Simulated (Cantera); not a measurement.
A closed system holds: 1 mol HBr, 0.28 mol H₂, held at 575 K and 0.100 bar.

Cantera equilibrium calculation (NASA polynomials, part measured and part estimated; ideal gas, pure solids and liquids). Candidate condensed phases: Br₂; 5 gas species. The numbers say what is thermodynamically allowed, not how fast it happens.

Base state: HBr 0.781, H₂ 0.219 (mole fractions); condensed: gas only.

### Question
What changes in the equilibrium state with this change: temperature from 575 K to 3348 K?

### Answer
```csv
species,before,after
H,<1e-9,0.441
Br,<1e-9,0.420
H₂,0.219,0.114
HBr,0.781,0.0249
Br₂,<1e-9,2.48e-5
```
